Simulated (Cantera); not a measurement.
**PbO + O2 + N2 (iron carbonyl, mercury and lead vapours)**

Feed: 1 mol PbO, 0.068 mol O2, 0.52 mol N2, held at 1600 K and 0.370 bar.

Cantera equilibrium calculation (NASA polynomials, part measured and part estimated; ideal gas, pure solids and liquids). Candidate condensed phases: Pb, PbO, PbO2, Pb3O4; 12 gas species. Gases not in the tables: (PbO)n polymers. Equilibrium is a limit: real reactors are often held back by kinetics, nucleation or transport.

```json
{
 "x(N2)": "0.810",
 "x(O2)": "0.107",
 "x(PbO)": "0.0781",
 "x(Pb)": "0.00366",
 "x(NO)": "0.00140",
 "x(O)": "7.80e-6",
 "x(NO2)": "2.46e-6",
 "n(PbO(l))": "0.948 mol",
 "gas_amount": "0.6417 mol",
 "log10 activity of Pb(l) (absent)": "-1.65"
}
```
